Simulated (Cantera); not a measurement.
What does this Cantera script print?

```python
import numpy as np
import cantera as ct

gas_names = """
    C CO CO2 C2 C2O C3 C3O2 C4 C5 O O2 O3 Ta TaO TaO2
""".split()
cond_names = """
    C(gr) Ta(cr) Ta(L) TaC(s) TaC(L) Ta2O5(s) Ta2O5(L)
""".split()


# ... load() reads the species with a 1 bar reference pressure and builds the phases ...
atoms = {
    'Ta2O5': {'Ta': 2, 'O': 5},
    'CO': {'C': 1, 'O': 1},
}
top_T = {'C(gr)': 4500}  # K; cautious upper limits of use, not melting points


# ... equilibrate(T, P, feed) seeds the gas with the atoms and calls Mixture.equilibrate('TP', solver="vcs", rtol=1e-11, max_steps=5000) ...
results = []
feed = {'Ta2O5': 1, 'CO': 2.6}  # mol
P = 880000  # Pa
for T in [1775, 1875, 1975, 2075, 2175, 2275, 2375, 2475]:
    mix = equilibrate(T, P, feed)
    results.append((T, P, feed, dict(zip(mix.species_names, mix.species_moles))))

top = {s: max(r[3][s] / sum(r[3][g] for g in gas_names) for r in results) for s in gas_names}
cols = sorted((s for s in top if top[s] > 0.001), key=lambda s: -top[s])[:5]
seen = [c for c in cond_names if any(r[3].get(c, 0) > 1e-12 for r in results)]
print("log10 of partial pressures in bar; condensed amounts in mol")
print(f"{'T/K':>10s}" + "".join(f"{s[:9]:>10s}" for s in cols + seen))
for T, P, feed, n in results:
    ng = sum(n[g] for g in gas_names)
    print(f"{T:10.4g}" + "".join(f"{np.log10(max(n[s] / ng * P / 1e5, 1e-99)):10.3f}" for s in cols)
          + "".join(f"{n.get(c, 0):10.4g}" for c in seen))
```

Result:

```
log10 of partial pressures in bar; condensed amounts in mol
       T/K        CO       CO2    TaC(s)  Ta2O5(s)  Ta2O5(L)
      1775     0.943    -1.478  0.002806    0.9986         0
      1875     0.943    -1.480  0.002795    0.9986         0
      1975     0.943    -1.481  0.002787    0.9986         0
      2075     0.943    -1.485   0.00276         0    0.9986
      2175     0.943    -1.506  0.002631         0    0.9987
      2275     0.943    -1.525  0.002517         0    0.9987
      2375     0.943    -1.543  0.002412         0    0.9988
      2475     0.943    -1.560   0.00231         0    0.9988
```

Method: chemical equilibrium by Gibbs-energy minimisation in Cantera with the NASA 1993 tables (ideal gas, pure condensed phases). Mutual solubility and eutectic melting of coexisting phases are not modelled. TaC: taken at fixed stoichiometry. Condensed phases not in the tables: Ta2C.
